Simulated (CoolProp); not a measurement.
Aqueous ethanol as a coolant, at -8 °C, 1 atm.

Computed with CoolProp (Melinder's fits for secondary coolants).

| mass % | freezing point (°C) | density (kg/m³) | cp (kJ/(kg K)) | conductivity (W/(m K)) | Prandtl number |
|---|---|---|---|---|---|
| 21.4 | -12.3 | 976.3 | 4.355 | (withheld) | 88.7 |
| 28 | -18.2 | (withheld) | 4.192 | (withheld) | 109 |
| 34.6 | (withheld) | 962.9 | 3.991 | 0.372 | 120 |
| 41.2 | -30.6 | (withheld) | 3.787 | 0.344 | 121 |
| 47.9 | -36.0 | 940.0 | 3.596 | 0.318 | (withheld) |
| 54.5 | -40.8 | 925.9 | 3.411 | (withheld) | 105 |

Question: Some entries are withheld; supply them.

Answer: 
- 21.4, conductivity (W/(m K)): 0.434
- 28, density (kg/m³): 970.7
- 28, conductivity (W/(m K)): 0.402
- 34.6, freezing point (°C): -24.5
- 41.2, density (kg/m³): 952.7
- 47.9, Prandtl number: 115
- 54.5, conductivity (W/(m K)): 0.294
